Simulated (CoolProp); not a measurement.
Vapour-liquid equilibrium of m-xylene (1) + n-nonane (2) at 0.0444 MPa; x and y are mole fractions of (1).

Model: multi-fluid Helmholtz-energy mixture model, Zhou 2012 and Lemmon 2006; pair parameters Bell 2016, in CoolProp.

```
x      bubble temperature (K)  y at the bubble point  dew temperature at overall composition x (K)  liquid density (mol/L)
-----  ----------------------  ---------------------  --------------------------------------------  ----------------------
0.05                    393.9                  0.090                                         394.5                   5.038
0.125                   392.0                  0.205                                         393.3                   5.179
0.2                     390.5                  0.303                                         392.1                   5.324
0.275                   389.1                  0.387                                         390.9                   5.474
0.35                    388.0                  0.461                                         389.7                   5.632
0.425                   387.1                  0.528                                         388.6                   5.796
0.5                     386.3                  0.590                                         387.5                   5.968
0.575                   385.6                  0.649                                         386.5                   6.148
0.65                    385.1                  0.706                                         385.6                   6.338
0.725                   384.6                  0.763                                         384.9                   6.539
0.8                     384.3                  0.822                                         384.4                   6.750
0.875                   384.1                  0.884                                         384.1                   6.973
0.95                    383.9                  0.951                                         383.9                   7.209
```

No azeotrope shows between x = 0.05 and 0.95.

Pair parameters are fitted to limited data, so mixtures are less certain than the pure fluids.
